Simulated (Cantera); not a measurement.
Charge: 1 mol borazine, 3.5 mol N₂, 21 mol H₂, equilibrated at 777 °C and 0.100 bar.

Method: chemical equilibrium by Gibbs-energy minimisation in Cantera with the NASA 1993 tables (ideal gas, pure condensed phases). Candidate condensed phases: B, BN; 15 gas species. The feed counts by its element totals alone. Kinetics and transport are ignored.

Question: What is the equilibrium state?

Answer: 
- x(H₂): 0.873
- x(N₂): 0.127
- x(NH₃): 1.23e-5
- n(BN(s)): 3.00 mol
- gas amount: 27.50 mol
- log10 activity of B(s) (absent): -6.92
